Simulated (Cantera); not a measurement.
Feed: 1 mol c-C4F8, 0.22 mol H2, held at 0.120 Torr.

These are equilibrium values from Cantera (NASA tables, ideal gas, pure condensed phases), not measurements of a reactor. Candidate condensed phases: C, C6H6, C7H8, C8H18; 95 gas species. The feed counts by its element totals alone. Gases not in the tables: C2F6 and larger saturated fluorocarbons. Rates play no part.

x: gas mole fraction; n: condensed amount in mol.

```tsv
T (K)	x CF4	x HF	x CF2	x F	x CF3	x CF	n C(graphite)
948	0.811	0.189	5.96e-9	5.12e-10	5.71e-9	<1e-12	2.11
1098	0.811	0.189	7.98e-7	1.22e-7	2.99e-7	<1e-12	2.11
1248	0.811	0.189	3.25e-5	7.84e-6	6.02e-6	8.32e-11	2.11
1398	0.810	0.189	0.000592	0.000206	6.31e-5	1.27e-8	2.11
1548	0.803	0.188	___	___	___	___	2.10
1698	0.752	0.181	___	___	___	___	2.08
1848	0.535	0.153	0.165	0.142	0.00531	0.000291	1.97
```

Question: Fill in the missing entries.

Answer: 
- 1698, x CF2: 0.0396
- 1698, x F: 0.0249
- 1698, x CF3: 0.00187
- 1698, x CF: 1.97e-5
- 1548, x CF2: 0.00606
- 1548, x F: 0.00288
- 1548, x CF3: 0.000416
- 1548, x CF: 7.22e-7
